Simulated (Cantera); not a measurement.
A freely propagating, adiabatic, planar premixed flame of H2 : O2 : N2 = 1 : 0.641 : 2.41 (molar parts), equivalence ratio 0.78, unburnt at 598 K and 1.50 bar; mixture-averaged transport, grid criteria slope 0.08 and curve 0.16, no radiation.

Computed with Cantera and the H2/O2 subset of GRI-Mech 3.0, which has no nitrogen chemistry. Burning velocities carry a grid error of a few per cent, more on coarse grids.

**Question.** How do the results move with these cheaper or finer settings: unity-Lewis-number transport; multicomponent transport; multicomponent+Soret transport; grid criteria slope 0.5, curve 1; grid criteria slope 0.25, curve 0.5; grid criteria slope 0.03, curve 0.06?

**Answer.** 
| setting | laminar burning velocity | thermal thickness | peak x(H) | peak x(OH) | grid points |
|---|---|---|---|---|---|
| as above | 591 cm/s | 0.266 mm | 0.0338 | 0.0169 | 124 |
| unity-Lewis-number transport | 436 cm/s | 0.199 mm | 0.0418 | 0.0174 | 120 |
| multicomponent transport | 582 cm/s | 0.264 mm | 0.0336 | 0.0169 | 124 |
| multicomponent+Soret transport | 545 cm/s | 0.261 mm | 0.0321 | 0.0167 | 124 |
| grid criteria slope 0.5, curve 1 | 735 cm/s | 0.354 mm | 0.0364 | 0.0168 | 44 |
| grid criteria slope 0.25, curve 0.5 | 649 cm/s | 0.295 mm | 0.0346 | 0.0169 | 52 |
| grid criteria slope 0.03, curve 0.06 | 580 cm/s | 0.261 mm | 0.0335 | 0.0169 | 258 |
Unity Lewis numbers drop preferential diffusion, which matters most where H2 and H carry the flame; Soret adds thermal diffusion.
